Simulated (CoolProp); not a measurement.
Aqueous potassium formate as a coolant, at -1 °C, 1 atm.

The numbers come from the Melinder's fits for secondary coolants in CoolProp.

| mass % | freezing point (°C) | cp (kJ/(kg K)) | Prandtl number | density (kg/m³) | conductivity (W/(m K)) |
|---|---|---|---|---|---|
| 5.5 | -2.5 | 3.988 | 14.3 | [?] | 0.553 |
| 11.4 | -5.7 | [?] | 14.3 | 1073 | 0.546 |
| 17.3 | -9.6 | 3.529 | 14.6 | 1110 | [?] |
| 23.2 | -14.3 | [?] | 15.4 | 1150 | 0.527 |
| 29 | [?] | [?] | 16.4 | 1190 | [?] |
| 34.9 | [?] | 2.969 | 17.6 | 1233 | 0.505 |
| 40.8 | -36.3 | 2.821 | 19.3 | 1277 | 0.490 |
| 46.7 | -47.3 | 2.684 | 23.7 | 1324 | 0.474 |

Complete the blanks.


- 5.5, density (kg/m³): 1036
- 11.4, cp (kJ/(kg K)): 3.752
- 17.3, conductivity (W/(m K)): 0.537
- 23.2, cp (kJ/(kg K)): 3.322
- 29, freezing point (°C): -20.0
- 29, cp (kJ/(kg K)): 3.137
- 29, conductivity (W/(m K)): 0.517
- 34.9, freezing point (°C): -27.3
